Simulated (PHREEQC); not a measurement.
Make-up at 20 °C: 0.072 mol K2CO3, 0.0002 mol H4SiO4 and 0.002 mol CO2 per kg of water. Closed to the air; pH follows from the charge balance.

The numbers come from PHREEQC with the ion-association model, phreeqc.dat.

| Quantity | Result |
|---|---|
| pH | 11.09 |
| ionic strength | 0.213 mol/kgw |
| specific conductance | 13100 µS/cm |
| density | 1.007 g/cm³ |
| total alkalinity | 144 meq/kg |

```json
[
 {"species": "K+", "molality": "0.144", "activity": "0.102", "log γ": "-0.149"},
 {"species": "CO3-2", "molality": "0.0686", "activity": "0.0210", "log γ": "-0.514"},
 {"species": "HCO3-", "molality": "0.00540", "activity": "0.00402", "log γ": "-0.128"},
 {"species": "OH-", "molality": "0.00120", "activity": "0.000848", "log γ": "-0.153"},
 {"species": "H3SiO4-", "molality": "0.000189", "activity": "0.000135", "log γ": "-0.145"},
 {"species": "H4SiO4", "molality": "8.41e-6", "activity": "8.83e-6", "log γ": "0.021"},
 {"species": "H2SiO4-2", "molality": "2.67e-6", "activity": "8.17e-7", "log γ": "-0.514"},
 {"species": "CO2", "molality": "7.44e-8", "activity": "7.81e-8", "log γ": "0.021"}
]
```

Precipitation was switched off in this run.
